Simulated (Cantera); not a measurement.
Cantera run:

```python
import numpy as np
import cantera as ct

gas_names = """
    C CN CO CO2 C2 CCN CNC C2N2 C2O C3 C3O2 C4 C4N2 C5 Fe FeC5O5 FeO N NCO NO NO2 NO3 N2 N2O O O2 O3
""".split()
cond_names = """
    C(gr) Fe(a) Fe(c) Fe(d) Fe(L) FeC5O5(L) FeO(s) FeO(L) Fe2O3(s) Fe3O4(s)
""".split()


# ... load() reads the species with a 1 bar reference pressure and builds the phases ...
atoms = {
    'Fe3O4': {'Fe': 3, 'O': 4},
    'CO': {'C': 1, 'O': 1},
    'N2': {'N': 2},
}
top_T = {'C(gr)': 4500, 'Fe2O3(s)': 1830, 'Fe3O4(s)': 1870}  # K; cautious upper limits of use, not melting points


# ... equilibrate(T, P, feed) seeds the gas with the atoms and calls Mixture.equilibrate('TP', solver="vcs", rtol=1e-11, max_steps=5000) ...
results = []
feed = {'Fe3O4': 1, 'CO': 2.7, 'N2': 2.3}  # mol
T = 1775  # K
P = 10000  # Pa
mix = equilibrate(T, P, feed)
results.append((T, P, feed, dict(zip(mix.species_names, mix.species_moles))))
print(gas.report(threshold=1e-05))
for i in range(1, mix.n_phases):
    print(f"{mix.phase(i).name:16s} {mix.phase_moles(i):12.5e} mol")
```

It prints:

```
       temperature   1775 K
          pressure   10000 Pa
           density   0.02115 kg/m^3
  mean mol. weight   31.213 kg/kmol
   phase of matter   gas

                          1 kg             1 kmol
                     ---------------   ---------------
          enthalpy       -1.9892e+06       -6.2091e+07  J
   internal energy       -2.4621e+06       -7.6849e+07  J
           entropy            9249.7        2.8872e+05  J/K
    Gibbs function       -1.8408e+07       -5.7456e+08  J
 heat capacity c_p            1296.2             40459  J/K
 heat capacity c_v            1029.8             32144  J/K

                      mass frac. Y      mole frac. X     chem. pot. / RT
                     ---------------   ---------------   ---------------
                CO           0.30506           0.33994           -38.174
               CO2           0.28203           0.20003           -61.629
                Fe        7.6389e-05        4.2696e-05           -8.6989
                N2           0.41283           0.45998           -29.624
     [  +23 minor]         4.264e-06        3.0602e-06

C(gr)             0.00000e+00 mol
Fe(d)             0.00000e+00 mol
FeC5O5(L)         0.00000e+00 mol
FeO(L)            2.99978e+00 mol
Fe2O3(s)          0.00000e+00 mol
Fe3O4(s)          0.00000e+00 mol
```

Equilibrium computed with Cantera from the NASA thermochemical tables; the gas is ideal and each condensed phase is pure. The tables' stoichiometric FeO is somewhat more stable than real wüstite, so its field is too wide. FeO: taken at fixed stoichiometry.
